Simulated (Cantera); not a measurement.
# Diamond growth

A diamond (100) surface in a fixed gas of H2 with x(CH4) = 0.0039, x(H) = 0.0011, x(CH3) = 4.5e-05, 210 Torr; coverages are run to steady state.

Cantera simulation using the Harris–Goodwin 1993 mechanism for the reconstructed diamond (100) surface; the numbers are that mechanism's predictions, not measurements.

```csv
T (K),growth (µm/h),θ c6HH,θ c6H*,θ c6*H,θ c6**,θ c6HM
925,4.32,0.644,0.0118,0.302,0.00504,0.0292
1000,6.12,0.584,0.0177,0.362,0.00879,0.0205
1075,7.23,0.529,0.0246,0.413,0.0137,0.0131
1150,6.03,0.484,0.0321,0.454,0.0193,0.00621
1225,3.52,0.448,0.0397,0.483,0.0249,0.00194
1300,2.16,0.422,0.0469,0.500,0.0298,0.000486
1375,1.70,0.405,0.0535,0.508,0.0334,0.000118
```
θ: site fractions in the mechanism's names (c6HH fully hydrogenated, c6H* and c6*H radical sites, c6** diradical, c6HM methylated).
